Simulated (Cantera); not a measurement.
A freely propagating, adiabatic, planar premixed flame of 50.2 % H2, 10.4 % O2, 39.3 % N2, equivalence ratio 2.4, unburnt at 648 K and 10.0 bar; mixture-averaged transport, grid criteria slope 0.08 and curve 0.16, no radiation.

Model: the H2/O2 subset of GRI-Mech 3.0, which has no nitrogen chemistry, integrated in Cantera. The hydrogen kinetics of GRI-Mech 3.0 are dated; newer H2 mechanisms differ, most at raised pressure. Burning velocities carry a grid error of a few per cent, more on coarse grids.

Question: Predict: laminar burning velocity; thermal thickness; peak x(OH); peak x(HO2); peak x(O); peak x(H).

Answer: 
| Item | Value |
|---|---|
| laminar burning velocity | 904 cm/s |
| thermal thickness | 0.0262 mm |
| peak x(OH) | 0.00264 |
| peak x(HO2) | 0.00115 |
| peak x(O) | 0.00131 |
| peak x(H) | 0.0398 |
